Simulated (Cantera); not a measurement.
Ignition delay

Mixture: CH4 : CO : O2 : N2 = 1 : 0.54 : 4.45 : 16.7 (molar parts), at 5.00 bar, adiabatic and at constant volume. Ignition delay is the time to a rise of 400 K.

Cantera simulation using GRI-Mech 3.0 (53 species, 325 reactions); the numbers are that mechanism's predictions, not measurements.

```csv
T0 (K),delay (ms)
1223,5.93
1298,2.22
1373,0.911
1448,0.406
1523,0.196
1598,0.103
1673,0.0574
1748,0.0342
```

```yaml
apparent activation energy between 1598 and 1748 K: 170 kJ/mol
```
